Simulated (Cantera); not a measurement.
A closed system holds: 1 mol Si, 1.1 mol HCl, 0.27 mol H2, at 427 °C and 518 Torr.

Method: chemical equilibrium by Gibbs-energy minimisation in Cantera with the NASA 1993 tables (ideal gas, pure condensed phases). Candidate condensed phases: Si; 19 gas species. Equilibrium is a limit: real reactors are often held back by kinetics, nucleation or transport.

Problem. What is the equilibrium state?

Solution. x(H2): 0.721
x(SiCl4): 0.193
x(SiHCl3): 0.0836
x(SiH2Cl2): 0.00239
x(HCl): 0.000340
x(SiH3Cl): 1.46e-5
x(SiCl3): 8.17e-6
n(Si(s)): 0.701 mol
gas amount: 1.071 mol
